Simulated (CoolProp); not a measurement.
Properties of ammonia along the isotherm 423 K.

The numbers come from the reference Helmholtz-energy equation of state, Gao 2020 in CoolProp.

```
p (MPa)          phase  cv (kJ/(kg K))  speed of sound (m/s)  Joule-Thomson coefficient (K/MPa)  expansivity (1/kK)  conductivity (mW/(m K))  Prandtl number
-------  -------------  --------------  --------------------  ---------------------------------  ------------------  -----------------------  --------------
7.1                gas           2.317                 445.4                              7.982               5.654                     53.1            1.13
14.2     supercritical           3.226                 346.2                              5.001               49.01                      147            3.48
21.3     supercritical           2.783                 578.9                              1.125               10.27                      227            1.64
28.4     supercritical           2.698                 725.6                             0.6021               6.031                      257            1.30
35.5     supercritical           2.669                 829.4                             0.3777               4.549                      280            1.17
42.6     supercritical           2.656                 912.2                             0.2479               3.763                      298            1.10
49.7     supercritical           2.650                 982.4                             0.1616               3.264                      314            1.05
56.8     supercritical           2.648                  1044                            0.09946               2.914                      328            1.02
```

Viscosity comes from a separate model (Fenghour 1995). Thermal conductivity comes from a separate model (Tufeu 1984).
